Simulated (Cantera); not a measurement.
Mixture: CH4 : CO : O2 : N2 : H2O = 1 : 0.07 : 0.925 : 2.41 : 0.17 (molar parts), at 8.30 bar, adiabatic and at constant pressure. Ignition delay is the time to a rise of 400 K.

Computed with Cantera and GRI-Mech 3.0 (53 species, 325 reactions).

**Question.** What does this change do: pressure from 8.30 bar to 5.00 bar?

**Answer.** 
```
quantity                                                before       after
--------------------------------------------------  ----------  ----------
delay at 1048 K                                        72.2 ms     0.129 s
delay at 1198 K                                        8.37 ms     14.5 ms
delay at 1348 K                                        1.38 ms     2.24 ms
delay at 1498 K                                       0.280 ms    0.431 ms
delay at 1648 K                                        67.0 µs     99.7 µs
apparent activation energy between 1498 and 1648 K  200 kJ/mol  200 kJ/mol
```
